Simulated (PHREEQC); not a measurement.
Make-up at 20 °C: 90 mmol/kgw HF, 0.1 mmol/kgw (CH3)4NF, 2.7 mmol/kgw H2SiF6 and 7.9 mmol/kgw HCl. Closed to the air; pH follows from the charge balance.

Model: ion-association model, phreeqc.dat, run in PHREEQC.

Precipitation was switched off in this run.

### Question
Estimate the pH, ionic strength.

### Answer
pH 1.78; ionic strength 0.0215 mol/kgw.

### Question
In which forms is F present?

### Answer
HF 78 %, SiF6-2 15 %, F- 4.0 %, HF2- 2.4 % of the F.

(CH3)4N+ isn't in the database: it is added as a free cation with an ion size of 4 Å. SiF6-2 is the database's only silicon fluoride.
